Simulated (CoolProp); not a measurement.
Neopentane at several states: density (kg/m³) from the reference equation and from simpler models built on Tc = 160.6 °C, pc = 3196 kPa, ω = 0.196; each cubic takes its own stable root.

Model: reference Helmholtz-energy equation of state, Lemmon 2006, in CoolProp. It is a short technical equation, of lower accuracy than the large ones.

```tsv
T (°C)	p (kPa)	phase	reference
268.95	3410	supercritical	66.64
86.25	38	gas	0.9243
250.75	942	gas	16.51
186.85	1650	gas	37.09
```

Task: How far does each simpler model (ideal gas, Peng-Robinson) lie from the reference over these 4 states: mean and median of the absolute difference, and the worst?

Result: 
- ideal gas: mean 10.1 %, median 10.8 %, worst -18.1 % at 268.95 °C and 3410 kPa
- Peng-Robinson: mean 1.1 %, median 1.2 %, worst +1.9 % at 186.85 °C and 1650 kPa
